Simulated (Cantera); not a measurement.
Input (Python, Cantera) and output of one run.

```python
import numpy as np
import cantera as ct

gas_names = """
    CL CL2 H HCL H2 Si SiCL SiCL2 SiCL3 SiCL4 SiH SiHCL3 SiH2 SiH2CL2 SiH3 SiH3CL SiH4 Si2 Si3
""".split()
cond_names = """
    Si(cr) Si(L)
""".split()


def load(file, names, dense=False):
    # The tables refer to 1 bar. Condensed volumes are neglected.
    table = {s.name: s for s in ct.Species.list_from_file(file)}
    out = []
    for n in names:
        d = dict(table[n].input_data)
        d["thermo"] = dict(d["thermo"], **{"reference-pressure": 1e5})
        if dense:
            d["equation-of-state"] = {"model": "constant-volume", "density": "1e6 g/cm^3"}
        out.append(ct.Species.from_dict(d))
    return out


gas = ct.Solution(thermo="ideal-gas", species=load("nasa_gas.yaml", gas_names))
cond = {s.name: ct.Solution(thermo="fixed-stoichiometry", species=[s], name=s.name)
        for s in load("nasa_condensed.yaml", cond_names, dense=True)}
atoms = {
    'SiCl4': {'Si': 1, 'CL': 4},
    'H2': {'H': 2},
    'HCl': {'H': 1, 'CL': 1},
}
top_T = {}  # K; cautious upper limits of use, not melting points


def equilibrate(T, P, feed):
    n = {}
    for name, mol in feed.items():
        for a, k in atoms[name].items():
            n[a] = n.get(a, 0.0) + k * mol
    gas.TPX = T, P, n
    mass = sum(n.values()) * gas.mean_molecular_weight
    gas.equilibrate("TP")
    valid = [c for c in cond.values() if c.min_temp <= T <= top_T.get(c.name, c.max_temp)]
    mix = ct.Mixture([(gas, mass / gas.mean_molecular_weight)] + [(c, 0.0) for c in valid])
    mix.T, mix.P = T, P
    mix.equilibrate("TP", solver="vcs", rtol=1e-11, max_steps=5000)
    return mix


results = []
feed = {'SiCl4': 1, 'H2': 97, 'HCl': 0.27}  # mol
P = 13332.2  # Pa
for T in [800, 950, 1100, 1250, 1400, 1550, 1700]:
    mix = equilibrate(T, P, feed)
    results.append((T, P, feed, dict(zip(mix.species_names, mix.species_moles))))
    x = sorted(zip(gas.X, gas.species_names), reverse=True)
    print(f"T = {T:g} K  P = {P:g} Pa  gas = {mix.phase_moles(0):.4g} mol")
    print("   x: " + "  ".join(f"{s} {v:.3e}" for v, s in x if v > 1e-06))
    print("   condensed (mol): " + ("  ".join(f"{mix.phase(i).name} {mix.phase_moles(i):.4g}"
          for i in range(1, mix.n_phases) if mix.phase_moles(i) > 1e-12) or "none"))
```

Result:

```
T = 800 K  P = 13332.2 Pa  gas = 98.27 mol
   x: H2 9.853e-01  SiCL4 8.465e-03  HCL 4.486e-03  SiHCL3 1.681e-03  SiH2CL2 2.696e-05  SiCL3 3.212e-06
   condensed (mol): none
T = 950 K  P = 13332.2 Pa  gas = 98.28 mol
   x: H2 9.826e-01  HCL 7.195e-03  SiCL4 6.021e-03  SiHCL3 3.771e-03  SiH2CL2 2.397e-04  SiCL3 9.207e-05  SiCL2 4.699e-05  SiH3CL 3.806e-06
   condensed (mol): none
T = 1100 K  P = 13332.2 Pa  gas = 98.62 mol
   x: H2 9.742e-01  HCL 1.835e-02  SiCL4 3.430e-03  SiHCL3 2.686e-03  SiCL2 7.039e-04  SiCL3 4.165e-04  SiH2CL2 2.521e-04  SiH3CL 6.271e-06
   condensed (mol): Si(cr) 0.2608
T = 1250 K  P = 13332.2 Pa  gas = 99.08 mol
   x: H2 9.643e-01  HCL 3.101e-02  SiCL2 2.509e-03  SiHCL3 8.023e-04  SiCL4 7.251e-04  SiCL3 5.042e-04  SiH2CL2 1.208e-04  SiH3CL 5.047e-06  H 1.300e-06
   condensed (mol): Si(cr) 0.5376
T = 1400 K  P = 13332.2 Pa  gas = 99.24 mol
   x: H2 9.615e-01  HCL 3.438e-02  SiCL2 3.628e-03  SiCL3 2.310e-04  SiHCL3 1.236e-04  SiCL4 6.244e-05  SiH2CL2 3.680e-05  H 1.306e-05  SiH3CL 3.152e-06
   condensed (mol): Si(cr) 0.5946
T = 1550 K  P = 13332.2 Pa  gas = 99.27 mol
   x: H2 9.613e-01  HCL 3.440e-02  SiCL2 4.103e-03  SiCL3 9.594e-05  H 8.457e-05  SiHCL3 2.147e-05  SiH2CL2 1.203e-05  SiCL4 6.250e-06  SiH2 2.684e-06  CL 2.416e-06  SiH3CL 1.997e-06  SiCL 1.543e-06
   condensed (mol): Si(cr) 0.5786
T = 1700 K  P = 13332.2 Pa  gas = 99.29 mol
   x: H2 9.610e-01  HCL 3.414e-02  SiCL2 4.343e-03  H 3.956e-04  SiCL3 4.445e-05  SiH2 1.364e-05  CL 1.092e-05  SiCL 1.049e-05  Si 5.090e-06  SiHCL3 4.879e-06  SiH2CL2 4.635e-06  SiH 2.819e-06  SiH3CL 1.336e-06
   condensed (mol): Si(L) 0.56
```

Cantera equilibrium calculation (NASA polynomials, part measured and part estimated; ideal gas, pure solids and liquids). The tables' values for SiCl3, SiCl are old estimates; treat these amounts as uncertain. Gases not in the tables: Si2H6 and higher silanes.
